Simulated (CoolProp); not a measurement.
Vapour-liquid equilibrium of cyclohexane (1) + n-nonane (2) at 154.25 °C; x and y are mole fractions of (1).

Model: multi-fluid Helmholtz-energy mixture model, Zhou 2014 and Lemmon 2006; pair parameters Bell 2016, in CoolProp.

```json
[
 {"x": "0.05", "bubble pressure (MPa)": "0.1342", "y at the bubble point": "[?]", "dew pressure at overall composition x (MPa)": "[?]", "liquid density (mol/L)": "4.816"},
 {"x": "0.2", "bubble pressure (MPa)": "[?]", "y at the bubble point": "0.534", "dew pressure at overall composition x (MPa)": "0.1338", "liquid density (mol/L)": "[?]"},
 {"x": "0.35", "bubble pressure (MPa)": "0.2673", "y at the bubble point": "0.704", "dew pressure at overall composition x (MPa)": "0.1577", "liquid density (mol/L)": "5.463"},
 {"x": "0.5", "bubble pressure (MPa)": "0.3368", "y at the bubble point": "[?]", "dew pressure at overall composition x (MPa)": "0.1914", "liquid density (mol/L)": "5.851"},
 {"x": "0.65", "bubble pressure (MPa)": "[?]", "y at the bubble point": "0.890", "dew pressure at overall composition x (MPa)": "0.2422", "liquid density (mol/L)": "6.292"},
 {"x": "0.8", "bubble pressure (MPa)": "0.4906", "y at the bubble point": "0.947", "dew pressure at overall composition x (MPa)": "0.3265", "liquid density (mol/L)": "6.796"},
 {"x": "0.95", "bubble pressure (MPa)": "0.5737", "y at the bubble point": "0.989", "dew pressure at overall composition x (MPa)": "[?]", "liquid density (mol/L)": "7.376"}
]
```

Problem. Complete the blanks.

Solution. 
- 0.05, y at the bubble point: 0.203
- 0.05, dew pressure at overall composition x (MPa): 0.1160
- 0.2, bubble pressure (MPa): 0.2009
- 0.2, liquid density (mol/L): 5.120
- 0.5, y at the bubble point: 0.813
- 0.65, bubble pressure (MPa): 0.4112
- 0.95, dew pressure at overall composition x (MPa): 0.4959

No azeotrope shows between x = 0.05 and 0.95.

The pair parameters rest on a limited set of measurements; away from them the model extrapolates.
